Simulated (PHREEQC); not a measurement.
Solution (20 °C): 91 mmol/kgw NH4HSO4. Closed to the air; pH follows from the charge balance.

Equilibrium calculation in PHREEQC: ion-association model, wateq4f.dat.

| quantity | before | after |
|---|---|---|
| pH | 1.44 | 1.41 |
| ionic strength (mol/kgw) | 0.159 | 0.163 |
| NH4+ (mol/kgw) | 0.0798 | 0.0791 |
| NH3 (mol/kgw) | 6.63e-10 | 2.89e-10 |

**Question.** Which change was made?
A) NH4HSO4 from 0.091 to 0.455 mol/kgw
B) temperature from 20 to 80 °C
C) 0.02 mol/kgw Ca(OH)2 added
D) temperature from 20 to 70 °C
E) temperature from 20 to 10 °C

**Answer.** E, temperature from 20 to 10 °C

Precipitation was switched off in this run. Constants without temperature data keep their 25 °C values here.
